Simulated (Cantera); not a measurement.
What does this Cantera script print?

```python
import numpy as np
import cantera as ct

gas = ct.Solution("h2o2.yaml")
gas.TPX = 425, 45000, {'H2': 1, 'O2': 0.633, 'N2': 2.38}
flame = ct.FreeFlame(gas, width=0.07)
flame.set_refine_criteria(ratio=3, slope=0.08, curve=0.16)
flame.transport_model = "unity-Lewis-number"
flame.solve(loglevel=0, auto=True)
z, T = flame.grid, flame.T
thick = (T[-1] - T[0]) / np.gradient(T, z).max()
show = ['H2', 'O2', 'H2O2', 'O', 'H2O', 'HO2']
print(f"laminar burning velocity  {flame.velocity[0] * 100:.3f} cm/s")
print(f"burnt temperature         {T[-1]:.1f} K")
print(f"thermal thickness         {thick * 1e3:.4f} mm")
print(f"grid points               {len(z)}")
z0 = z[flame.heat_release_rate.argmax()]
print(f"{'z/mm':>9s}{'T/K':>9s}{'u/(m/s)':>9s}" + "".join(f"{s:>11s}" for s in show))
rows = []
for k in (-3, -2, -1.5, -1, -0.5, -0.25, 0, 0.25, 0.5, 1, 2, 4, 8):
    zz = z0 + k * thick
    rows.append([k * thick, np.interp(zz, z, T), np.interp(zz, z, flame.velocity),
                 *(np.interp(zz, z, flame.X[gas.species_index(s)]) for s in show)])
    print(f"{rows[-1][0] * 1e3:9.3f}{rows[-1][1]:9.1f}{rows[-1][2]:9.3f}" + "".join(f"{x:11.3e}" for x in rows[-1][3:]))
```

It prints:

```
laminar burning velocity  217.690 cm/s
burnt temperature         2232.0 K
thermal thickness         0.8315 mm
grid points               108
     z/mm      T/K  u/(m/s)         H2         O2       H2O2          O        H2O        HO2
   -2.495    425.0    2.177  2.492e-01  1.577e-01  1.019e-10  1.717e-11  5.381e-08  1.147e-09
   -1.663    425.0    2.177  2.492e-01  1.577e-01  3.598e-09  8.760e-10  1.900e-06  3.996e-08
   -1.247    425.1    2.177  2.492e-01  1.577e-01  1.846e-08  5.237e-09  9.758e-06  2.038e-07
   -0.832    426.2    2.183  2.491e-01  1.577e-01  2.728e-07  1.010e-07  1.464e-04  3.024e-06
   -0.416    480.6    2.453  2.431e-01  1.547e-01  8.036e-06  1.192e-05  6.832e-03  1.224e-04
   -0.208    755.9    3.793  2.065e-01  1.376e-01  9.270e-06  4.230e-04  4.555e-02  1.221e-04
    0.000   1184.3    5.784  1.035e-01  9.142e-02  3.144e-06  5.939e-03  1.385e-01  4.542e-05
    0.208   1445.1    6.930  3.886e-02  5.818e-02  2.486e-06  1.327e-02  1.984e-01  2.293e-05
    0.416   1578.9    7.493  2.921e-02  5.067e-02  1.529e-06  1.405e-02  2.135e-01  1.685e-05
    0.832   1727.1    8.100  2.610e-02  4.692e-02  7.821e-07  1.203e-02  2.249e-01  1.249e-05
    1.663   1874.8    8.688  2.190e-02  4.368e-02  4.082e-07  9.125e-03  2.373e-01  8.831e-06
    3.326   2007.4    9.203  1.638e-02  4.084e-02  2.401e-07  6.157e-03  2.500e-01  5.831e-06
    6.652   2113.9    9.609  1.064e-02  3.870e-02  1.620e-07  3.664e-03  2.616e-01  3.743e-06
```

Model: the H2/O2 subset of GRI-Mech 3.0, which has no nitrogen chemistry, integrated in Cantera. Unity Lewis numbers drop preferential diffusion, which matters most where H2 and H carry the flame. Burning velocities carry a grid error of a few per cent, more on coarse grids.
